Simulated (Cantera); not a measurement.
A perfectly stirred reactor is fed with 51.1 % H2, 6.11 % O2, 42.8 % N2, equivalence ratio 4.2, at 0.540 bar; it is held at 1325 K, and followed from long to short residence time.

Cantera simulation using the H2/O2 subset of GRI-Mech 3.0, which has no nitrogen chemistry; the numbers are that mechanism's predictions, not measurements. The temperature is held fixed by assumption; the heat of reaction is taken as removed at once.

One state of this run: x H2 = 0.413; x O2 = 5.49e-5; x H2O = 0.130; x H2O2 = 1.57e-9; x H = 0.00184; x OH = 8.49e-6; x O = 1.19e-7. x: mole fraction; the columns are a selection and need not sum to one.

Q: Which value of τ (s) does it belong to?
A. 0.16
B. 4.4
C. 0.36
D. 0.069

A: C, 0.36
